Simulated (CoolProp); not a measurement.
Vapour-liquid equilibrium of diethyl ether (1) + benzene (2) at 77.7 kPa; x and y are mole fractions of (1).

Computed with CoolProp (multi-fluid Helmholtz-energy mixture model, Thol 2014 and Thol 2012; pair parameters Bell 2016).

Problem. Give the bubble temperature and the first vapour's composition at x = 0.275, 0.35, 0.8. Is there an azeotrope?

Solution. x = 0.275: 52.2 °C, y = 0.625; x = 0.35: 48.4 °C, y = 0.707; x = 0.8: 32.2 °C, y = 0.953. No azeotrope shows between x = 0.05 and 0.95.

The pair parameters rest on a limited set of measurements; away from them the model extrapolates.
